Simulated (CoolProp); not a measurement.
A simple Rankine cycle with n-octane: condensing at 326.15 K, boiler at 0.514 MPa, turbine inlet 471.5 K, turbine efficiency 0.8, pump efficiency 0.8, no recuperator. Each further row changes one setting.

Model: reference Helmholtz-energy equation of state, Beckmüller 2019, in CoolProp.

```
case                             thermal efficiency (%)  net work (kJ/kg)  heat in (kJ/kg)  turbine exit temperature (K)  volume ratio over the turbine
-------------------------------  ----------------------  ----------------  ---------------  ----------------------------  -----------------------------
as stated                                          16.1               101              629                         417.6                           71.0
turbine inlet 491.5 K                              15.7               107              681                         438.4                           69.1
condensing temperature 318.15 K                    17.0               110              648                         413.5                            102
boiler pressure 0.36 MPa                           14.9              94.9              637                         424.0                           47.2
turbine efficiency 0.7                             14.0              88.4              629                         423.4                           72.0
```
